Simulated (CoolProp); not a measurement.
Vapour-liquid equilibrium of acetone (1) + n-decane (2) at 0.0262 MPa; x and y are mole fractions of (1).

Model: multi-fluid Helmholtz-energy mixture model, Lemmon 2006 and Lemmon 2006; pair parameters Bell 2016, in CoolProp.

### Question
Give the bubble temperature and the first vapour's composition at x = 0.35, 0.65, 0.8. Is there an azeotrope?

### Answer
x = 0.35: 301.3 K, y = 0.993; x = 0.65: 298.4 K, y = 0.995; x = 0.8: 297.6 K, y = 0.996. No azeotrope shows between x = 0.05 and 0.95.

Pair parameters are fitted to limited data, so mixtures are less certain than the pure fluids. With so large a gap from Raoult's law the liquid may split in two, which this calculation doesn't test in full.
